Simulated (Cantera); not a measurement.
## Moist CO burnout

An isothermal, constant-pressure homogeneous reactor starts with 0.233 % CO, 0.417 % O₂, 2.42 % H₂O, 96.9 % N₂, equivalence ratio 0.28, at 1373 K and 13300 Pa.

Cantera simulation using GRI-Mech 3.0 (53 species, 325 reactions); the numbers are that mechanism's predictions, not measurements.

```csv
t (s),x CO,x O₂,x H₂O,x OH,x H₂,x H₂O₂,x CO₂
2.00e-5,0.00233,0.00417,0.0242,5.34e-12,<1e-12,<1e-12,1.40e-11
5.49e-5,0.00233,0.00417,0.0242,1.63e-11,<1e-12,<1e-12,3.87e-11
0.000151,0.00233,0.00417,0.0242,5.62e-11,<1e-12,<1e-12,1.09e-10
0.000413,0.00233,0.00417,0.0242,2.26e-10,5.81e-12,<1e-12,3.25e-10
0.00113,0.00233,0.00417,0.0242,1.02e-9,1.18e-10,<1e-12,1.22e-9
0.00311,0.00233,0.00417,0.0242,5.98e-9,2.19e-9,1.17e-12,8.13e-9
0.00854,0.00233,0.00417,0.0242,1.24e-7,8.23e-8,3.72e-12,2.11e-7
0.0234,0.00207,0.00406,0.0241,0.000102,9.86e-5,6.37e-9,0.000253
0.0643,0.000141,0.00330,0.0234,0.000272,0.000566,2.49e-8,0.00219
0.176,4.89e-5,0.00309,0.0239,0.000166,0.000226,1.36e-8,0.00228
0.484,1.17e-5,0.00302,0.0242,7.98e-5,5.34e-5,4.48e-9,0.00232
1.33,2.21e-6,0.00300,0.0242,3.50e-5,1.03e-5,1.07e-9,0.00233
3.64,4.81e-7,0.00301,0.0242,1.67e-5,2.30e-6,2.66e-10,0.00233
10.0,1.44e-7,0.00301,0.0243,9.26e-6,7.09e-7,8.64e-11,0.00233
```
x: mole fraction; the columns are a selection and need not sum to one.

Equilibrium at this temperature and pressure: CO 7.19e-8, O₂ 0.00297, H₂O 0.0243, OH 6.59e-6, H₂ 3.64e-7, H₂O₂ 4.49e-11, CO₂ 0.00233 (gas phase only).
